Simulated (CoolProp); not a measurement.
Values from CoolProp's reference Helmholtz-energy equation of state, Lemmon 2006. It is a short technical equation, of lower accuracy than the large ones.

Q: For toluene, give the phase and the cp (kJ/(kg K)), isothermal compressibility (1/MPa), expansivity (1/kK), viscosity (µPa s) at 226.5 K and 16.6 MPa; 231.8 K and 16.6 MPa; 237.1 K and 16.6 MPa.

A: 
- 226.5 K and 16.6 MPa: liquid; cp 1.51, isothermal compressibility 0.000516, expansivity 0.949, viscosity 2210
- 231.8 K and 16.6 MPa: liquid; cp 1.52, isothermal compressibility 0.000532, expansivity 0.950, viscosity 1930
- 237.1 K and 16.6 MPa: liquid; cp 1.53, isothermal compressibility 0.000550, expansivity 0.951, viscosity 1700

Viscosity comes from a separate model (Avgeri 2015).
